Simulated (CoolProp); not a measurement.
The fluoroketone C6F12O (FK-5-1-12) along the isobar 7.71 bar: Z from the reference equation and from simpler models built on Tc = 168.7 °C, pc = 18.69 bar, ω = 0.471; each cubic takes its own stable root.

Values from CoolProp's reference Helmholtz-energy equation of state, McLinden 2015.

```json
[
 {"T (°C)": "107.05", "phase": "liquid", "reference": "0.05873"},
 {"T (°C)": "120.45", "phase": "liquid", "reference": "0.05982"},
 {"T (°C)": "133.75", "phase": "gas", "reference": "0.7613"},
 {"T (°C)": "147.05", "phase": "gas", "reference": "0.7975"},
 {"T (°C)": "160.35", "phase": "gas", "reference": "0.8256"},
 {"T (°C)": "173.65", "phase": "gas", "reference": "0.8482"},
 {"T (°C)": "186.95", "phase": "gas", "reference": "0.8667"},
 {"T (°C)": "200.25", "phase": "gas", "reference": "0.8823"},
 {"T (°C)": "213.55", "phase": "gas", "reference": "0.8956"},
 {"T (°C)": "226.85", "phase": "gas", "reference": "0.9070"}
]
```

Q: How far does each simpler model (Redlich-Kwong, Peng-Robinson) lie from the reference over these 10 states: mean and median of the absolute difference, and the worst?

A: 
- Redlich-Kwong: mean 120.9 %, median 1.0 %, worst +1174.0 % at 120.45 °C and 7.71 bar
- Peng-Robinson: mean 1.1 %, median 1.2 %, worst +1.9 % at 120.45 °C and 7.71 bar

At some of these states Redlich-Kwong gives the other phase, because its saturation line lies elsewhere.
